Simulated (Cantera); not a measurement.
A Cantera script and what it prints.

```python
import numpy as np
import cantera as ct

gas_names = [...]  # 123 gases of nasa_gas.yaml made of C, H, O, Si
cond_names = """
    C(gr) C6H6(L) C7H8(L) C8H18(L),n-octa H2O(s) H2O(L) Si(cr) Si(L) SiC(b) SiO2(Lqz) SiO2(hqz) SiO2(L)
""".split()


# ... load() reads the species with a 1 bar reference pressure and builds the phases ...
atoms = {
    'SiC': {'Si': 1, 'C': 1},
    'O2': {'O': 2},
    'H2': {'H': 2},
    'CO2': {'C': 1, 'O': 2},
}
top_T = {'C(gr)': 4500, 'SiC(b)': 3050}  # K; cautious upper limits of use, not melting points


# ... equilibrate(T, P, feed) seeds the gas with the atoms and calls Mixture.equilibrate('TP', solver="vcs", rtol=1e-11, max_steps=5000) ...
results = []
feed = {'SiC': 1, 'O2': 0.01, 'H2': 150, 'CO2': 0.074}  # mol
P = 101325  # Pa
for T in [1223, 1323, 1423, 1523, 1623, 1723, 1823]:
    mix = equilibrate(T, P, feed)
    results.append((T, P, feed, dict(zip(mix.species_names, mix.species_moles))))

top = {s: max(r[3][s] / sum(r[3][g] for g in gas_names) for r in results) for s in gas_names}
cols = sorted((s for s in top if top[s] > 0.0001), key=lambda s: -top[s])[:5]
seen = [c for c in cond_names if any(r[3].get(c, 0) > 1e-12 for r in results)]
print("log10 of partial pressures in bar; condensed amounts in mol")
print(f"{'T/K':>10s}" + "".join(f"{s[:9]:>10s}" for s in cols + seen))
for T, P, feed, n in results:
    ng = sum(n[g] for g in gas_names)
    print(f"{T:10.4g}" + "".join(f"{np.log10(max(n[s] / ng * P / 1e5, 1e-99)):10.3f}" for s in cols)
          + "".join(f"{n.get(c, 0):10.4g}" for c in seen))
```

Output:

```
log10 of partial pressures in bar; condensed amounts in mol
       T/K        H2       CH4        CO         H       SiO    SiC(b) SiO2(hqz)
      1223     0.005    -2.973    -5.678    -6.519    -6.791    0.9162   0.08379
      1323     0.005    -3.002    -4.312    -5.797    -5.695    0.9196   0.08005
      1423     0.005    -3.248    -3.469    -5.175    -4.647      0.94   0.05665
      1523     0.005    -3.749    -3.172    -4.634    -3.595    0.9479   0.01439
      1623     0.005    -3.917    -3.123    -4.158    -3.427    0.9444         0
      1723     0.005    -4.004    -3.116    -3.737    -3.439    0.9455         0
      1823     0.005    -4.081    -3.110    -3.361    -3.449    0.9457         0
```

Method: chemical equilibrium by Gibbs-energy minimisation in Cantera with the NASA 1993 tables (ideal gas, pure condensed phases). Mutual solubility and eutectic melting of coexisting phases are not modelled. The tables hold silica as quartz up to 1696 K and as liquid above; real silica turns to tridymite and cristobalite and melts near 1996 K.
